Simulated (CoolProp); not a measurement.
Aqueous ethylene glycol as a coolant, at 25 °C, 1 atm.

Values from CoolProp's Melinder's fits for secondary coolants.

```csv
mass %,freezing point (°C),cp (kJ/(kg K)),Prandtl number,conductivity (W/(m K)),viscosity (mPa s)
5.4,-1.7,4.109,7.09,0.582,1.00
12.9,-4.5,4.010,8.86,0.546,1.21
20.5,-8.2,3.897,11.2,0.511,1.47
28.1,-13.1,3.768,14.1,0.478,1.79
35.7,-19.5,3.624,17.6,0.446,2.17
43.2,-27.4,3.475,22.0,0.417,2.63
50.8,-37.1,3.322,27.5,0.389,3.22
58.4,-48.6,3.164,34.3,0.364,3.95
```
